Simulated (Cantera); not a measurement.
# Gas activation for diamond growth

An isothermal, constant-pressure homogeneous reactor starts with 2.36 % CH4, 90.7 % H2, 6.90 % H2O, at 2350 K and 0.320 bar.

Cantera simulation using GRI-Mech 3.0 (53 species, 325 reactions); the numbers are that mechanism's predictions, not measurements.

| t (s) | x CH4 | x H2 | x CH2 | x C2H | x C2H4 | x C2H2 | x CH3 |
|---|---|---|---|---|---|---|---|
| 0.000200 | 0.00907 | 0.901 | 5.88e-5 | 4.14e-6 | 5.89e-5 | 0.00482 | 0.00282 |
| 0.000706 | 0.00246 | 0.905 | 2.44e-5 | 7.02e-6 | 8.60e-6 | 0.00713 | 0.000878 |
| 0.00249 | 0.00101 | 0.910 | 1.21e-5 | 4.31e-6 | 2.72e-6 | 0.00409 | 0.000387 |
| 0.00879 | 0.000196 | 0.914 | 2.61e-6 | 4.73e-7 | 2.09e-7 | 0.000425 | 7.90e-5 |
| 0.0310 | 1.34e-8 | 0.914 | 2.00e-10 | 1.89e-11 | 5.95e-12 | 1.60e-8 | 5.74e-9 |
| 0.110 | 2.44e-10 | 0.914 | 3.75e-12 | <1e-12 | <1e-12 | <1e-12 | 1.05e-10 |
| 0.387 | 2.44e-10 | 0.914 | 3.75e-12 | <1e-12 | <1e-12 | <1e-12 | 1.05e-10 |
| 1.36 | 2.44e-10 | 0.914 | 3.75e-12 | <1e-12 | <1e-12 | <1e-12 | 1.05e-10 |
| 4.82 | 2.44e-10 | 0.914 | 3.75e-12 | <1e-12 | <1e-12 | <1e-12 | 1.05e-10 |
| 17.0 | 2.44e-10 | 0.914 | 3.75e-12 | <1e-12 | <1e-12 | <1e-12 | 1.05e-10 |
| 60.0 | 2.44e-10 | 0.914 | 3.75e-12 | <1e-12 | <1e-12 | <1e-12 | 1.05e-10 |
x: mole fraction; the columns are a selection and need not sum to one.

Equilibrium at this temperature and pressure: CH4 2.82e-10, H2 0.914, CH2 4.32e-12, C2H <1e-12, C2H4 <1e-12, C2H2 <1e-12, CH3 1.21e-10 (gas phase only).
